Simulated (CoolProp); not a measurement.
The numbers come from the reference Helmholtz-energy equation of state, Span 1996 in CoolProp.

**Question.** For carbon dioxide, give the phase and the cv (kJ/(kg K)), viscosity (µPa s), Prandtl number at 733.5 K and 0.984 MPa.

**Answer.** 
- 733.5 K and 0.984 MPa: gas; cv 0.953, viscosity 32.8, Prandtl number 0.727

Viscosity comes from a separate model (Laesecke 2017). Thermal conductivity comes from a separate model (Huber 2016).
